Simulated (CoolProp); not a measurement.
A single-stage vapour-compression cycle with ethane: evaporating at 212.15 K (dew point), condensing at 270.15 K (bubble point), superheat 5 K, subcooling 0 K, compressor efficiency 0.9, no pressure losses. Each further row changes one setting.

Values from CoolProp's reference Helmholtz-energy equation of state, Bücker 2006.

```json
[
 {"case": "as stated", "cooling COP": "2.26", "pressure ratio": "6.09", "discharge temperature (K)": "314.0", "refrigerating effect (kJ/kg)": "288", "volumetric capacity (kJ/m³)": "1890"},
 {"case": "evaporating temperature 217.15 K", "cooling COP": "2.60", "pressure ratio": "5.02", "discharge temperature (K)": "…", "refrigerating effect (kJ/kg)": "…", "volumetric capacity (kJ/m³)": "2320"},
 {"case": "condensing temperature 265.15 K", "cooling COP": "…", "pressure ratio": "5.38", "discharge temperature (K)": "…", "refrigerating effect (kJ/kg)": "305", "volumetric capacity (kJ/m³)": "…"},
 {"case": "subcooling 5 K", "cooling COP": "…", "pressure ratio": "6.09", "discharge temperature (K)": "314.0", "refrigerating effect (kJ/kg)": "305", "volumetric capacity (kJ/m³)": "…"},
 {"case": "superheat 15 K", "cooling COP": "2.26", "pressure ratio": "6.09", "discharge temperature (K)": "324.9", "refrigerating effect (kJ/kg)": "305", "volumetric capacity (kJ/m³)": "1890"},
 {"case": "compressor efficiency 0.8", "cooling COP": "2.01", "pressure ratio": "6.09", "discharge temperature (K)": "321.3", "refrigerating effect (kJ/kg)": "288", "volumetric capacity (kJ/m³)": "1890"}
]
```

**Question.** What belongs in the gaps?

**Answer.** 
- evaporating temperature 217.15 K, discharge temperature (K): 309.5
- evaporating temperature 217.15 K, refrigerating effect (kJ/kg): 293
- condensing temperature 265.15 K, cooling COP: 2.59
- condensing temperature 265.15 K, discharge temperature (K): 306.5
- condensing temperature 265.15 K, volumetric capacity (kJ/m³): 2000
- subcooling 5 K, cooling COP: 2.40
- subcooling 5 K, volumetric capacity (kJ/m³): 2010
